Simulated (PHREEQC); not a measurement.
Solution (25 °C): 0.096 mol CaCl2 and 0.00062 mol NaF per kg of water. Closed to the air; pH follows from the charge balance.

Model: ion-association model, phreeqc.dat, run in PHREEQC.

Task: The ionic strength comes out as 0.289 mol/kgw. What activity coefficients do F-, Ca+2, Na+, Cl- get?

Result: F- 0.68, Ca+2 0.29, Na+ 0.73, Cl- 0.69.

No solid was allowed to form. The solution is supersaturated, for example in Fluorite, so a real one may precipitate; this is no full list. Complexes and solids missing from the database can't appear.
